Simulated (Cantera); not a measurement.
**Ignition delay**

Mixture: CO : H2 : CH4 : O2 : N2 = 1 : 0.5 : 0.071 : 0.892 : 2.5 (molar parts), equivalence ratio 1.0, at 100000 Pa, adiabatic and at constant pressure. Ignition delay is the time to a rise of 400 K.

Computed with Cantera and GRI-Mech 3.0 (53 species, 325 reactions). Where the delays flatten at high temperature, the 400 K rule measures the pace of heat release, not the induction time.

```tsv
T0 (K)	delay (ms)
1000	0.599
1050	0.259
1100	0.149
1150	0.0997
1200	0.0723
1250	0.0554
1300	0.0444
```

| Property | Result |
|---|---|
| apparent activation energy between 1200 and 1300 K | 63 kJ/mol |
